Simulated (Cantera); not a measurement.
An adiabatic, constant-volume homogeneous reactor starts with 6.23 % CH4, 1.25 % CO, 7.73 % O2, 84.8 % N2, at 1400 K and 1.40 bar.

Cantera simulation using GRI-Mech 3.0 (53 species, 325 reactions); the numbers are that mechanism's predictions, not measurements.

One state of this run: T (K) = 1409; P (bar) = 1.41; x CH4 = 0.0607; x CO = 0.0127; x O2 = 0.0763; x C2H6 = 0.000330; x H2O2 = 2.27e-7; x C2H = <1e-12. x: mole fraction; the columns are a selection and need not sum to one.

Which value of t (s) does it belong to?
A. 0.400
B. 0.00214
C. 0.000374
D. 0.00511

D, 0.00511
